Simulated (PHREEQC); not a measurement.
# Brine (model solution)

Solution (25 °C): 1.8 mol NaCl and 3.2 mol MgCl2 per kg of water. Closed to the air; pH follows from the charge balance.

Computed with PHREEQC (Pitzer model, pitzer.dat).

Precipitation was switched off in this run.

Q: Estimate the activity of water, osmotic coefficient.

A: activity of water 0.585; osmotic coefficient 2.254.

Saturation is exceeded, for instance for Halite; the values hold only as long as no solid forms. Complexes and solids missing from the database can't appear.
